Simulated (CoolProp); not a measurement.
A closed Brayton cycle with dry air: compressor inlet 308.15 K and 2.8 MPa, high pressure 6.85 MPa, turbine inlet 830 K, compressor efficiency 0.85, turbine efficiency 0.9, recuperator effectiveness 0.8 (on enthalpy, no pinch check). Each further row changes one setting.

Model: reference Helmholtz-energy equation of state, Lemmon 2000, in CoolProp. It is a pseudo-pure fit of the blend.

| case | thermal efficiency (%) | net work (kJ/kg) | compressor to turbine work | compressor exit (K) | turbine exit (K) |
|---|---|---|---|---|---|
| as stated | 28.9 | 66.9 | 0.62 | 414.4 | 672.5 |
| turbine inlet 780 K | 26.6 | 56.3 | 0.66 | 414.4 | 630.5 |
| compressor inlet 318.15 K | 27.7 | 63.3 | 0.64 | 427.6 | 672.5 |
| high pressure 5.82 MPa | 28.2 | 59.8 | 0.59 | 393.0 | 698.8 |
| recuperator effectiveness 0.5 | 21.4 | 66.9 | 0.62 | 414.4 | 672.5 |
